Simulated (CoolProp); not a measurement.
A closed Brayton cycle with dry air: compressor inlet 325.15 K and 0.3 MPa, high pressure 0.672 MPa, turbine inlet 795 K, compressor efficiency 0.8, turbine efficiency 0.85, recuperator effectiveness 0.95 (on enthalpy, no pinch check). Each further row changes one setting.

Model: reference Helmholtz-energy equation of state, Lemmon 2000, in CoolProp. It is a pseudo-pure fit of the blend.

| case | thermal efficiency (%) | net work (kJ/kg) | compressor to turbine work | compressor exit (K) | turbine exit (K) |
|---|---|---|---|---|---|
| as stated | 22.9 | 35.3 | 0.75 | 429.9 | 664.8 |
| turbine inlet 745 K | 18.4 | 26.2 | 0.80 | 429.9 | 621.8 |
| compressor inlet 335.15 K | 20.9 | 32.0 | 0.77 | 442.9 | 664.8 |
| high pressure 0.571 MPa | 25.0 | 32.5 | 0.72 | 406.8 | 689.1 |
| recuperator effectiveness 0.5 | 13.4 | 35.3 | 0.75 | 429.9 | 664.8 |
